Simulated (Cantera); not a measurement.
Feed: 1 mol CuO, 3.5 mol CH4, 0.27 mol H2, at 0.133 bar.

Equilibrium computed with Cantera from the NASA thermochemical tables; the gas is ideal and each condensed phase is pure. Candidate condensed phases: C, C6H6, C7H8, C8H18, Cu, CuO, Cu(OH)2, Cu2O, H2O; 113 gas species. Equilibrium is a limit: real reactors are often held back by kinetics, nucleation or transport.

Q: Which condensed phases are stable at each of these points (T (K)): 1175, 1225, 1275, 1325, 1375, 1425, 1475, 1525, 1575, 1625, 1675?

A: 
```tsv
T (K)	condensed phases	Cu condensed (%)
1175	C(graphite) + Cu(s)	100.0
1225	C(graphite) + Cu(s)	100.0
1275	C(graphite) + Cu(s)	100.0
1325	C(graphite) + Cu(s)	100.0
1375	C(graphite) + Cu(l)	100.0
1425	C(graphite) + Cu(l)	100.0
1475	C(graphite) + Cu(l)	100.0
1525	C(graphite) + Cu(l)	99.9
1575	C(graphite) + Cu(l)	99.8
1625	C(graphite) + Cu(l)	99.6
1675	C(graphite) + Cu(l)	99.3
```

From 1175 K to 1325 K the condensed part is C(graphite) + Cu(s). From 1375 K to 1675 K the condensed part is C(graphite) + Cu(l).
